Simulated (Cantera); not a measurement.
Stirred combustor or abatement burner

A perfectly stirred reactor is fed with 16.6 % H₂, 6.94 % O₂, 76.2 % N₂, 0.166 % NO, at 1.00 bar; it is adiabatic with a 373 K inlet, and is followed from long to short residence time, starting on the burning branch (τ in s: 0.03, 0.013, 0.0061, 0.0028, 0.0013, 0.00057, 0.00026, 0.00012, 5.3e-05).

Model: GRI-Mech 3.0 (53 species, 325 reactions), integrated in Cantera. The mechanism lacks 2 NO + O2 → 2 NO2 and HONO, so NO2 and the effect of NO are under-described below about 1400 K.

| τ (s) | T (K) | x H₂ | x O₂ | x NO | x O | x NO₂ | x H₂O₂ | x HO₂ |
|---|---|---|---|---|---|---|---|---|
| 0.030 | 1450 | 0.0282 | 0.000274 | 0.000802 | 2.90e-5 | 5.99e-9 | 9.63e-8 | 2.11e-7 |
| 0.013 | 1435 | 0.0284 | 0.000474 | 0.00110 | 6.20e-5 | 1.15e-8 | 1.64e-7 | 3.71e-7 |
| 0.0061 | 1417 | 0.0286 | 0.000795 | 0.00134 | 0.000121 | 1.91e-8 | 2.57e-7 | 6.32e-7 |
| 0.0028 | 1391 | 0.0290 | 0.00137 | 0.00153 | 0.000233 | 3.00e-8 | 3.92e-7 | 1.12e-6 |
| 0.0013 | 1354 | 0.0299 | 0.00237 | 0.00164 | 0.000417 | 4.40e-8 | 5.57e-7 | 2.01e-6 |
| 0.00057 | 1299 | 0.0325 | 0.00436 | 0.00170 | 0.000701 | 6.39e-8 | 7.35e-7 | 3.95e-6 |
| 0.00026 | 1221 | 0.0399 | 0.00853 | 0.00173 | 0.000979 | 9.52e-8 | 8.70e-7 | 8.46e-6 |
| 0.00012 | 373 | 0.166 | 0.0694 | 0.00166 | <1e-12 | <1e-12 | <1e-12 | <1e-12 |
| 5.3e-5 | 373 | 0.166 | 0.0694 | 0.00166 | <1e-12 | <1e-12 | <1e-12 | <1e-12 |
x: mole fraction; the columns are a selection and need not sum to one.
